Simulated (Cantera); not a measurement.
Feed: 1 mol C2H5OH, 0.069 mol O2, 0.22 mol N2, 0.7 mol H2O, equilibrated at 23000 Pa.

Cantera equilibrium calculation (NASA polynomials, part measured and part estimated; ideal gas, pure solids and liquids). Candidate condensed phases: C, C6H6, C7H8, C8H18, H2O; 169 gas species. Ions and electrons are included (thermal ionisation). Rates play no part.

x: gas mole fraction; nothing condenses.

```json
[
 {"T (K)": "3000", "x H": "0.221", "x H2": "0.449", "x CO": "0.284", "x N2": "0.0278", "x C": "9.80e-5", "x HCN": "…"},
 {"T (K)": "3250", "x H": "0.379", "x H2": "0.321", "x CO": "0.258", "x N2": "0.0253", "x C": "0.000598", "x HCN": "…"},
 {"T (K)": "3500", "x H": "0.538", "x H2": "0.191", "x CO": "0.231", "x N2": "0.0232", "x C": "0.00242", "x HCN": "…"},
 {"T (K)": "3750", "x H": "0.653", "x H2": "0.0976", "x CO": "0.212", "x N2": "0.0221", "x C": "0.00627", "x HCN": "…"},
 {"T (K)": "4000", "x H": "0.714", "x H2": "0.0462", "x CO": "0.201", "x N2": "0.0217", "x C": "0.0107", "x HCN": "…"},
 {"T (K)": "4250", "x H": "0.743", "x H2": "0.0220", "x CO": "0.196", "x N2": "0.0215", "x C": "0.0135", "x HCN": "…"},
 {"T (K)": "4500", "x H": "0.755", "x H2": "0.0110", "x CO": "0.193", "x N2": "0.0209", "x C": "0.0151", "x HCN": "…"},
 {"T (K)": "4750", "x H": "0.760", "x H2": "0.00578", "x CO": "0.190", "x N2": "0.0197", "x C": "0.0167", "x HCN": "…"},
 {"T (K)": "5000", "x H": "0.759", "x H2": "0.00320", "x CO": "0.186", "x N2": "0.0177", "x C": "0.0199", "x HCN": "…"}
]
```

Task: Fill in the missing entries.

Result: 
- 3000, x HCN: 0.00993
- 3250, x HCN: 0.00810
- 3500, x HCN: 0.00520
- 3750, x HCN: 0.00248
- 4000, x HCN: 0.000899
- 4250, x HCN: 0.000280
- 4500, x HCN: 8.75e-5
- 4750, x HCN: 3.01e-5
- 5000, x HCN: 1.22e-5
